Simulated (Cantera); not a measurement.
A closed system holds: 1 mol SiH2Cl2, 18 mol H2O, 13 mol N2, at 652 °C and 0.190 bar.

Cantera equilibrium calculation (NASA polynomials, part measured and part estimated; ideal gas, pure solids and liquids). Candidate condensed phases: H2O, NH4Cl, Si, SiO2, Si2N2O, Si3N4; 47 gas species. Kinetics and transport are ignored.

Base state: H2O 0.485, N2 0.394, HCl 0.0606, H2 0.0606 (mole fractions); condensed: SiO2(β-quartz).

**Question.** What changes in the equilibrium state with this change: H2O from 18 to 0.13 mol?

**Answer.** 
| species | before | after |
|---|---|---|
| N2 | 0.394 | 0.865 |
| HCl | 0.0606 | 0.0872 |
| H2 | 0.0606 | 0.0346 |
| H2O | 0.485 | <1e-9 |
| SiCl4 | <1e-9 | 0.0128 |
| SiHCl3 | <1e-9 | 1.84e-5 |
| SiO2(β-quartz), mol | 1.00 | 0 |
| Si2N2O(s), mol | 0 | 0.130 |
| Si3N4(s), mol | 0 | 0.185 |
N2 is the only nitrogen source here; it is nearly inert below about 1500 K, so the nitride shown seldom forms there in practice.

**Question.** What changes in the equilibrium state with this change: 0.75 mol Cl2 added?

**Answer.** 
| species | before | after |
|---|---|---|
| H2O | 0.485 | 0.474 |
| N2 | 0.394 | 0.385 |
| HCl | 0.0606 | 0.104 |
| H2 | 0.0606 | 0.0370 |
| SiO2(β-quartz), mol | 1.00 | 1.00 |
